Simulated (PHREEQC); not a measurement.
A solution holds 0.022 mol CuCl2, 0.014 mol H2SO4 and 0.015 mol KCl per kg of water, at 25 °C. It is in equilibrium with CO2 at log p = -3.5 (atm). Otherwise closed; pH follows from the charge balance.

All values are PHREEQC results (ion-association model, phreeqc.dat), not measurements.

Each row changes one thing in this solution. This is a speciation only: nothing precipitates in the calculation.

```json
[
 {"case": "as made", "pH": "1.72", "ionic strength (mol/kgw)": "0.0980", "Cu+2 (mol/kgw)": "0.0178", "SO4-2 (mol/kgw)": "0.00569", "HSO4- (mol/kgw)": "0.00504", "CuSO4 (mol/kgw)": "0.00306", "SI of Sylvite (KCl)": "-4.20"},
 {"case": "diluted 100-fold with water", "pH": "3.57", "ionic strength (mol/kgw)": "0.00121", "Cu+2 (mol/kgw)": "?", "SO4-2 (mol/kgw)": "0.000132", "HSO4- (mol/kgw)": "3.06e-6", "CuSO4 (mol/kgw)": "4.29e-6", "SI of Sylvite (KCl)": "-7.99"},
 {"case": "KCl from 0.015 to 0.03 mol/kgw", "pH": "1.72", "ionic strength (mol/kgw)": "0.113", "Cu+2 (mol/kgw)": "0.0178", "SO4-2 (mol/kgw)": "0.00581", "HSO4- (mol/kgw)": "0.00493", "CuSO4 (mol/kgw)": "0.00284", "SI of Sylvite (KCl)": "-3.81"},
 {"case": "H2SO4 from 0.014 to 0.0126 mol/kgw", "pH": "1.76", "ionic strength (mol/kgw)": "0.0960", "Cu+2 (mol/kgw)": "0.0180", "SO4-2 (mol/kgw)": "0.00525", "HSO4- (mol/kgw)": "0.00426", "CuSO4 (mol/kgw)": "?", "SI of Sylvite (KCl)": "-4.20"},
 {"case": "diluted 2-fold with water", "pH": "1.99", "ionic strength (mol/kgw)": "0.0510", "Cu+2 (mol/kgw)": "0.00921", "SO4-2 (mol/kgw)": "0.00351", "HSO4- (mol/kgw)": "0.00196", "CuSO4 (mol/kgw)": "0.00144", "SI of Sylvite (KCl)": "-4.75"},
 {"case": "CuCl2 from 0.022 to 0.0044 mol/kgw", "pH": "1.74", "ionic strength (mol/kgw)": "0.0529", "Cu+2 (mol/kgw)": "0.00336", "SO4-2 (mol/kgw)": "0.00640", "HSO4- (mol/kgw)": "0.00637", "CuSO4 (mol/kgw)": "0.000937", "SI of Sylvite (KCl)": "-4.54"},
 {"case": "KCl from 0.015 to 0.0225 mol/kgw", "pH": "1.72", "ionic strength (mol/kgw)": "0.106", "Cu+2 (mol/kgw)": "0.0178", "SO4-2 (mol/kgw)": "0.00575", "HSO4- (mol/kgw)": "0.00498", "CuSO4 (mol/kgw)": "0.00295", "SI of Sylvite (KCl)": "-3.98"},
 {"case": "H2SO4 from 0.014 to 0.0154 mol/kgw", "pH": "1.69", "ionic strength (mol/kgw)": "0.0999", "Cu+2 (mol/kgw)": "0.0177", "SO4-2 (mol/kgw)": "0.00611", "HSO4- (mol/kgw)": "0.00584", "CuSO4 (mol/kgw)": "0.00322", "SI of Sylvite (KCl)": "-4.20"}
]
```

Problem. What belongs in the gaps?

Solution. 
- diluted 100-fold with water, Cu+2 (mol/kgw): 0.000215
- H2SO4 from 0.014 to 0.0126 mol/kgw, CuSO4 (mol/kgw): 0.00288
